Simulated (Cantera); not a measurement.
Mixture: H₂ : O₂ : N₂ = 1 : 0.556 : 2.09 (molar parts), at 5.23 atm, adiabatic and at constant volume. Ignition delay is the time to a rise of 400 K.

Computed with Cantera and the H2/O2 subset of GRI-Mech 3.0, which has no nitrogen chemistry. The hydrogen kinetics of GRI-Mech 3.0 are dated; newer H2 mechanisms differ, most at raised pressure. Where the delays flatten at high temperature, the 400 K rule measures the pace of heat release, not the induction time.

What does this change do: pressure from 5.23 atm to 6.51 atm?


```tsv
quantity	before	after
delay at 1300 K	6.18 µs	5.42 µs
delay at 1400 K	3.68 µs	3.05 µs
delay at 1500 K	2.53 µs	2.05 µs
delay at 1600 K	1.90 µs	1.51 µs
delay at 1700 K	1.51 µs	1.19 µs
```

What does this change do: O2 0.556 to 0.31 parts?


| quantity | before | after |
|---|---|---|
| delay at 1300 K | 6.18 µs | 9.12 µs |
| delay at 1400 K | 3.68 µs | 5.44 µs |
| delay at 1500 K | 2.53 µs | 3.76 µs |
| delay at 1600 K | 1.90 µs | 2.83 µs |
| delay at 1700 K | 1.51 µs | 2.29 µs |
